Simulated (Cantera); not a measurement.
Cantera run:

```python
import numpy as np
import cantera as ct

gas_names = """
    H H2 Si SiH SiH2 SiH3 SiH4 Si2 Si3
""".split()
cond_names = """
    Si(cr) Si(L)
""".split()


# ... load() reads the species with a 1 bar reference pressure and builds the phases ...
atoms = {
    'Si': {'Si': 1},
    'H2': {'H': 2},
}
top_T = {}  # K; cautious upper limits of use, not melting points


# ... equilibrate(T, P, feed) seeds the gas with the atoms and calls Mixture.equilibrate('TP', solver="vcs", rtol=1e-11, max_steps=5000) ...
results = []
feed = {'Si': 1, 'H2': 3.6}  # mol
P = 2300000  # Pa
for T in [523, 723, 923, 1123, 1323, 1523, 1723]:
    mix = equilibrate(T, P, feed)
    results.append((T, P, feed, dict(zip(mix.species_names, mix.species_moles))))

top = {s: max(r[3][s] / sum(r[3][g] for g in gas_names) for r in results) for s in gas_names}
cols = sorted((s for s in top if top[s] > 1e-06), key=lambda s: -top[s])[:9]
seen = [c for c in cond_names if any(r[3].get(c, 0) > 1e-12 for r in results)]
print("log10 of partial pressures in bar; condensed amounts in mol")
print(f"{'T/K':>10s}" + "".join(f"{s[:9]:>10s}" for s in cols + seen))
for T, P, feed, n in results:
    ng = sum(n[g] for g in gas_names)
    print(f"{T:10.4g}" + "".join(f"{np.log10(max(n[s] / ng * P / 1e5, 1e-99)):10.3f}" for s in cols)
          + "".join(f"{n.get(c, 0):10.4g}" for c in seen))
```

Result:

```
log10 of partial pressures in bar; condensed amounts in mol
       T/K        H2         H      SiH4      SiH2    Si(cr)     Si(L)
       523     1.362   -18.469    -4.863   -20.196         1         0
       723     1.362   -12.393    -4.136   -13.503         1         0
       923     1.362    -8.931    -3.762    -9.719         1         0
      1123     1.362    -6.690    -3.532    -7.284         1         0
      1323     1.362    -5.119    -3.372    -5.586    0.9999         0
      1523     1.362    -3.955    -3.253    -4.336    0.9999         0
      1723     1.362    -3.058    -3.190    -3.408         0    0.9998
```

Equilibrium computed with Cantera from the NASA thermochemical tables; the gas is ideal and each condensed phase is pure. Gases not in the tables: Si2H6 and higher silanes.
